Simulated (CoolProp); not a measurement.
Saturation properties of R125 (Tc = 339.2 K, pc = 3618 kPa, ω = 0.305).

Model: reference Helmholtz-energy equation of state, Lemmon 2005, in CoolProp.

| T (K) | p (kPa) | vapour Z | liquid viscosity (µPa s) | liquid conductivity (mW/(m K)) |
|---|---|---|---|---|
| 244.5 | 240.9 | 0.9220 | 306 | 82.4 |
| 252.6 | 330.4 | 0.9031 | 273 | 78.8 |
| 260.7 | 443.3 | 0.8815 | 243 | 75.2 |
| 268.8 | 583.0 | 0.8569 | 217 | 71.7 |
| 276.9 | 753.6 | 0.8289 | 193 | 68.2 |
| 285 | 959.0 | 0.7972 | 172 | 64.8 |
| 293.1 | 1204 | 0.7614 | 152 | 61.5 |
| 301.2 | 1492 | 0.7208 | 134 | 58.2 |
| 309.3 | 1829 | 0.6743 | 117 | 54.9 |
| 317.4 | 2221 | 0.6199 | 101 | 51.6 |
| 325.5 | 2675 | 0.5533 | 84.3 | 48.3 |

It boils at 225.1 K under 1 atm.

Viscosity comes from a separate model (Huber 2006). Thermal conductivity comes from a separate model (Perkins 2006).
